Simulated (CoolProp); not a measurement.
Computed with CoolProp (reference Helmholtz-energy equation of state, Eisenbach 2021).

Q: Give the vapour pressure (kPa), liquid density (kg/m³), vapour density (kg/m³), enthalpy of vaporisation (kJ/kg) of saturated propylene glycol at 457.5 K.

A: 
```
T (K)  p (kPa)  liquid density (kg/m³)  vapour density (kg/m³)  enthalpy of vaporisation (kJ/kg)
-----  -------  ----------------------  ----------------------  --------------------------------
457.5     90.2                     896                    1.84                               704
```
